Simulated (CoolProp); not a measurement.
n-perfluorohexane along the isotherm 176.85 °C: Z from the reference equation and from simpler models built on Tc = 174.9 °C, pc = 1742 kPa, ω = 0.497; each cubic takes its own stable root.

The numbers come from the reference Helmholtz-energy equation of state, Gao 2022 in CoolProp.

```tsv
p (kPa)	phase	reference	Redlich-Kwong	Soave-Redlich-Kwong
1090	gas	(withheld)	0.7478	0.7493
2180	supercritical	0.2056	0.2675	0.2706
3270	supercritical	0.2716	0.3362	(withheld)
4350	supercritical	0.3427	0.4123	0.4137
5440	supercritical	0.4140	0.4883	(withheld)
6530	supercritical	(withheld)	0.5627	0.5640
7620	supercritical	0.5537	0.6356	0.6368
8710	supercritical	0.6222	0.7072	(withheld)
9800	supercritical	0.6898	0.7775	0.7787
10900	supercritical	(withheld)	0.8475	0.8487
12000	supercritical	0.8241	0.9165	0.9177
13100	supercritical	0.8902	0.9847	0.9859
14200	supercritical	0.9558	1.052	(withheld)
15200	supercritical	1.015	1.113	1.114
16300	supercritical	1.080	1.179	1.180
17400	supercritical	(withheld)	1.245	1.246
```

Q: Some entries are withheld; supply them.

A: 
- 1090, reference: 0.7345
- 3270, Soave-Redlich-Kwong: 0.3378
- 5440, Soave-Redlich-Kwong: 0.4896
- 6530, reference: 0.4844
- 8710, Soave-Redlich-Kwong: 0.7084
- 10900, reference: 0.7573
- 14200, Soave-Redlich-Kwong: 1.053
- 17400, reference: 1.144
